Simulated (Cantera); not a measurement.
A Cantera script and what it prints.

```python
import numpy as np
import cantera as ct

gas_names = """
    B BH BH2 BH3 BO BO2 B2 B2O B2O2 B2O3 B3O3H3 H HBO HBO2 HO2 H2 H2O H2O2 H3B3O6 O OH O2 O3
""".split()
cond_names = """
    B(b) B(L) B2O3(L) B3O3H3(cr) H2O(s) H2O(L)
""".split()


# ... load() reads the species with a 1 bar reference pressure and builds the phases ...
atoms = {
    'B2O3': {'B': 2, 'O': 3},
    'H2': {'H': 2},
}
top_T = {}  # K; cautious upper limits of use, not melting points


# ... equilibrate(T, P, feed) seeds the gas with the atoms and calls Mixture.equilibrate('TP', solver="vcs", rtol=1e-11, max_steps=5000) ...
results = []
P = 100000  # Pa
for T in [2025, 2050, 2075, 2100, 2125, 2150, 2175, 2200, 2225, 2250]:
    for m in [2.7, 5, 7.4, 9.7, 12, 14, 17, 19, 21, 24, 26, 28, 31]:
        feed = {'B2O3': 1, 'H2': m}  # mol
        mix = equilibrate(T, P, feed)
        results.append((T, P, feed, dict(zip(mix.species_names, mix.species_moles))))

for T, P, feed, n in results:
    print(f"{T:7g} {feed['H2']:10.4g}  " + (" + ".join(c for c in cond_names if n.get(c, 0) > 1e-12) or "gas only"))
```

It prints:

```
   2025        2.7  B2O3(L)
   2025          5  B2O3(L)
   2025        7.4  B2O3(L)
   2025        9.7  gas only
   2025         12  gas only
   2025         14  gas only
   2025         17  gas only
   2025         19  gas only
   2025         21  gas only
   2025         24  gas only
   2025         26  gas only
   2025         28  gas only
   2025         31  gas only
   2050        2.7  B2O3(L)
   2050          5  B2O3(L)
   2050        7.4  gas only
   2050        9.7  gas only
   2050         12  gas only
   2050         14  gas only
   2050         17  gas only
   2050         19  gas only
   2050         21  gas only
   2050         24  gas only
   2050         26  gas only
   2050         28  gas only
   2050         31  gas only
   2075        2.7  B2O3(L)
   2075          5  gas only
   2075        7.4  gas only
   2075        9.7  gas only
   2075         12  gas only
   2075         14  gas only
   2075         17  gas only
   2075         19  gas only
   2075         21  gas only
   2075         24  gas only
   2075         26  gas only
   2075         28  gas only
   2075         31  gas only
   2100        2.7  B2O3(L)
   2100          5  gas only
   2100        7.4  gas only
   2100        9.7  gas only
   2100         12  gas only
   2100         14  gas only
   2100         17  gas only
   2100         19  gas only
   2100         21  gas only
   2100         24  gas only
   2100         26  gas only
   2100         28  gas only
   2100         31  gas only
   2125        2.7  B2O3(L)
   2125          5  gas only
   2125        7.4  gas only
   2125        9.7  gas only
   2125         12  gas only
   2125         14  gas only
   2125         17  gas only
   2125         19  gas only
   2125         21  gas only
   2125         24  gas only
   2125         26  gas only
   2125         28  gas only
   2125         31  gas only
   2150        2.7  gas only
   2150          5  gas only
   2150        7.4  gas only
   2150        9.7  gas only
   2150         12  gas only
   2150         14  gas only
   2150         17  gas only
   2150         19  gas only
   2150         21  gas only
   2150         24  gas only
   2150         26  gas only
   2150         28  gas only
   2150         31  gas only
   2175        2.7  gas only
   2175          5  gas only
   2175        7.4  gas only
   2175        9.7  gas only
   2175         12  gas only
   2175         14  gas only
   2175         17  gas only
   2175         19  gas only
   2175         21  gas only
   2175         24  gas only
   2175         26  gas only
   2175         28  gas only
   2175         31  gas only
   2200        2.7  gas only
   2200          5  gas only
   2200        7.4  gas only
   2200        9.7  gas only
   2200         12  gas only
   2200         14  gas only
   2200         17  gas only
   2200         19  gas only
   2200         21  gas only
   2200         24  gas only
   2200         26  gas only
   2200         28  gas only
   2200         31  gas only
   2225        2.7  gas only
   2225          5  gas only
   2225        7.4  gas only
   2225        9.7  gas only
   2225         12  gas only
   2225         14  gas only
   2225         17  gas only
   2225         19  gas only
   2225         21  gas only
   2225         24  gas only
   2225         26  gas only
   2225         28  gas only
   2225         31  gas only
   2250        2.7  gas only
   2250          5  gas only
   2250        7.4  gas only
   2250        9.7  gas only
   2250         12  gas only
   2250         14  gas only
   2250         17  gas only
   2250         19  gas only
   2250         21  gas only
   2250         24  gas only
   2250         26  gas only
   2250         28  gas only
   2250         31  gas only
```

Method: chemical equilibrium by Gibbs-energy minimisation in Cantera with the NASA 1993 tables (ideal gas, pure condensed phases).
